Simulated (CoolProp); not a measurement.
Saturation properties of CH3F (R41) (Tc = 44.1 °C, pc = 59.06 bar, ω = 0.200).

The numbers come from the reference Helmholtz-energy equation of state, Lemmon 2006 in CoolProp. It is a short technical equation, of lower accuracy than the large ones.

```
T (°C)  p (bar)  vapour density (kg/m³)
------  -------  ----------------------
-26.85    9.120                   18.20
-22.05    10.66                   21.32
-17.15    12.43                   24.97
-12.35    14.37                   29.06
-7.45     16.58                   33.86
-2.65     18.97                   39.25
2.25      21.68                   45.62
7.05      24.60                   52.86
11.85     27.81                   61.32
16.75     31.40                   71.57
21.55     35.26                   83.67
26.45     39.58                   98.96
31.25     44.21                   118.3
36.15     49.39                   145.8
```

It boils at -78.4 °C under 1 atm.
